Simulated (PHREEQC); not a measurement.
A solution holds 0.0013 mol H3PO4 and 0.18 mol NaF per kg of water, at 6.8 °C. Closed to the air; pH follows from the charge balance.

All values are PHREEQC results (ion-association model, wateq4f.dat), not measurements.

```csv
quantity,before,after
pH,5.19,2.95
ionic strength (mol/kgw),0.171,0.00115
H2PO4- (mol/kgw),0.00127,0.00115
HPO4-2 (mol/kgw),2.56e-5,6.44e-8
```

Question: Name the change that produced these shifts.
A. NaF left out
B. H3PO4 from 0.0013 to 0.0065 mol/kgw
C. 0.098 mol/kgw Na2CO3 added
D. 0.13 mol/kgw H2SO4 added

Answer: A, NaF left out

This is a speciation only: nothing precipitates in the calculation. H3PO4, which wateq4f.dat lacks, is added to it with the constant of phreeqc.dat. Away from 25 °C the constants follow the database's enthalpies or fits; those with neither stay at their 25 °C values.
